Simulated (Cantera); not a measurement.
A closed system holds: 1 mol c-C4F8, 1.6 mol CH4, 14 mol H2, 0.061 mol F2, at 2202 °C and 1.40e-5 bar.

Method: chemical equilibrium by Gibbs-energy minimisation in Cantera with the NASA 1993 tables (ideal gas, pure condensed phases). Candidate condensed phases: C, C6H6, C7H8, C8H18; 95 gas species. The feed counts by its element totals alone. The numbers say what is thermodynamically allowed, not how fast it happens.

Base state: H 0.724, HF 0.206, C3 0.0240, F 0.0201, H2 0.0145, C 0.00840, C2 0.00220, CF 0.000608 (mole fractions); condensed: C(graphite).

### Question
What changes in the equilibrium state with this change: temperature from 2202 °C to 1600 °C?

### Answer
| species | before | after |
|---|---|---|
| H2 | 0.0145 | 0.517 |
| HF | 0.206 | 0.358 |
| H | 0.724 | 0.124 |
| C3 | 0.0240 | 6.97e-8 |
| F | 0.0201 | 2.04e-5 |
| C2 | 0.00220 | 5.80e-9 |
| C | 0.00840 | 1.17e-7 |
| C5 | 6.39e-5 | <1e-9 |
| C(graphite), mol | 2.48 | 5.59 |

### Question
What changes in the equilibrium state with this change: pressure from 1.40e-5 bar to 2.10e-5 bar?

### Answer
```tsv
species	before	after
H	0.724	0.722
HF	0.206	0.218
H2	0.0145	0.0216
C3	0.0240	0.0160
F	0.0201	0.0142
C4	1.34e-5	8.96e-6
C2	0.00220	0.00147
C(graphite), mol	2.48	3.55
```
